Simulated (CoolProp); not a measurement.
Properties of m-xylene at several states (Tc = 616.9 K, pc = 35.35 bar, ω = 0.326).

Computed with CoolProp (reference Helmholtz-energy equation of state, Zhou 2012).

```tsv
T (K)	p (bar)	phase	Z	cp (kJ/(kg K))	speed of sound (m/s)	Joule-Thomson coefficient (K/MPa)	isothermal compressibility (1/MPa)
260.2	0.406	liquid	0.002233	1.599	1488	-0.5296	0.0006671
403.2	1.63	liquid	0.006753	2.082	909.9	-0.3028	0.001999
320	21	liquid	0.09944	1.780	1246	-0.4475	0.0009897
576.5	0.724	gas	0.9906	2.122	214.7	9.072	13.94
```
